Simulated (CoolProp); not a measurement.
Vapour-liquid equilibrium of m-xylene (1) + n-nonane (2) at 0.191 MPa; x and y are mole fractions of (1).

The numbers come from the multi-fluid Helmholtz-energy mixture model, Zhou 2012 and Lemmon 2006; pair parameters Bell 2016 in CoolProp.

| x | bubble temperature, mixture model (°C) | bubble temperature, Raoult's law (°C) | y, mixture model | y, Raoult's law |
|---|---|---|---|---|
| 0.05 | 175.0 | 175.8 | 0.077 | 0.065 |
| 0.15 | 172.6 | 174.4 | 0.213 | 0.189 |
| 0.25 | 170.5 | 173.1 | 0.329 | 0.305 |
| 0.35 | 168.9 | 171.9 | 0.431 | 0.416 |
| 0.45 | 167.5 | 170.6 | 0.523 | 0.520 |
| 0.55 | 166.4 | 169.4 | 0.609 | 0.618 |
| 0.65 | 165.6 | 168.3 | 0.691 | 0.711 |
| 0.75 | 164.9 | 167.1 | 0.774 | 0.799 |
| 0.85 | 164.5 | 166.0 | 0.859 | 0.883 |
| 0.95 | 164.4 | 164.9 | 0.950 | 0.962 |

The largest gap from Raoult's law is -3.1 K in bubble temperature, at x = 0.45. No azeotrope shows between x = 0.05 and 0.95.

Pair parameters are fitted to limited data, so mixtures are less certain than the pure fluids.
